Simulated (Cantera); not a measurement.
A Cantera script and what it prints.

```python
import numpy as np
import cantera as ct

gas_names = """
    H HO2 H2 H2O H2O2 O OH O2 O3 Pb PbO Pb2
""".split()
cond_names = """
    H2O(s) H2O(L) Pb(cr) Pb(L) PbO(rd) PbO(yw) PbO(L) PbO2(s) Pb3O4(s)
""".split()


# ... load() reads the species with a 1 bar reference pressure and builds the phases ...
atoms = {
    'PbO': {'Pb': 1, 'O': 1},
    'O2': {'O': 2},
    'H2': {'H': 2},
}
top_T = {'Pb3O4(s)': 820}  # K; cautious upper limits of use, not melting points


# ... equilibrate(T, P, feed) seeds the gas with the atoms and calls Mixture.equilibrate('TP', solver="vcs", rtol=1e-11, max_steps=5000) ...
results = []
feed = {'PbO': 1, 'O2': 1.4, 'H2': 5.2}  # mol
P = 1000  # Pa
for T in [725, 825, 925, 1025, 1125, 1225, 1325, 1425]:
    mix = equilibrate(T, P, feed)
    results.append((T, P, feed, dict(zip(mix.species_names, mix.species_moles))))

top = {s: max(r[3][s] / sum(r[3][g] for g in gas_names) for r in results) for s in gas_names}
cols = sorted((s for s in top if top[s] > 0.0001), key=lambda s: -top[s])[:5]
seen = [c for c in cond_names if any(r[3].get(c, 0) > 1e-12 for r in results)]
print("log10 of partial pressures in bar; condensed amounts in mol")
print(f"{'T/K':>10s}" + "".join(f"{s[:9]:>10s}" for s in cols + seen))
for T, P, feed, n in results:
    ng = sum(n[g] for g in gas_names)
    print(f"{T:10.4g}" + "".join(f"{np.log10(max(n[s] / ng * P / 1e5, 1e-99)):10.3f}" for s in cols)
          + "".join(f"{n.get(c, 0):10.4g}" for c in seen))
```

Result:

```
log10 of partial pressures in bar; condensed amounts in mol
       T/K       H2O        H2        Pb     Pb(L)
       725    -2.136    -2.570    -8.472         1
       825    -2.136    -2.570    -6.843    0.9999
       925    -2.136    -2.570    -5.573    0.9986
      1025    -2.137    -2.571    -4.556    0.9855
      1125    -2.145    -2.578    -3.723    0.8997
      1225    -2.179    -2.612    -3.029    0.4638
      1325    -2.213    -2.646    -2.793         0
      1425    -2.213    -2.646    -2.793         0
```

Equilibrium computed with Cantera from the NASA thermochemical tables; the gas is ideal and each condensed phase is pure.
